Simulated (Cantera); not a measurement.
Input: 1 mol Si₃N₄, 0.0027 mol H₂O, 55 mol H₂, held at 800 °C and 0.0150 bar.

Cantera equilibrium calculation (NASA polynomials, part measured and part estimated; ideal gas, pure solids and liquids). Candidate condensed phases: H₂O, Si, SiO₂, Si₂N₂O, Si₃N₄; 35 gas species. Mutual solubility and eutectic melting of coexisting phases are not modelled. The numbers say what is thermodynamically allowed, not how fast it happens.

Base state: H₂ 1.000, N₂ 1.64e-5 (mole fractions); condensed: Si₂N₂O(s) + Si₃N₄(s).

Problem. What changes in the equilibrium state with this change: 0.76 mol Cl₂ added?

Solution. 
| species | before | after |
|---|---|---|
| H₂ | 1.000 | 0.973 |
| HCl | 0 | 0.0271 |
| N₂ | 1.64e-5 | 4.83e-5 |
| SiCl₄ | 0 | 2.43e-5 |
| SiHCl₃ | 0 | 1.07e-5 |
| Si₂N₂O(s), mol | 0.00270 | 0.00270 |
| Si₃N₄(s), mol | 0.998 | 0.997 |
Further candidate phases: NH₄Cl.

Problem. What changes in the equilibrium state with this change: Si₃N₄ replaced by Si?

Solution. 
```csv
species,before,after
H₂,1.000,1.000
N₂,1.64e-5,0
"Si₂N₂O(s), mol",0.00270,0
"Si₃N₄(s), mol",0.998,0
"Si(s), mol",0,0.999
"SiO₂(β-quartz), mol",0,0.00133
```
